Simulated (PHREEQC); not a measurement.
Solution (20 °C): 0.0495 mol/kgw ZnCl2, 0.093 mol/kgw H3BO3 and 0.0021 mol/kgw HCl. Closed to the air; pH follows from the charge balance.

Computed with PHREEQC (ion-association model, phreeqc.dat).

Precipitation was switched off in this run.

### Question
What pH, specific conductance does the model give?

### Answer
pH 2.77; specific conductance 8800 µS/cm.

### Question
In which forms is Cl present?

### Answer
Cl- 96 %, ZnCl+ 3.2 % of the Cl.
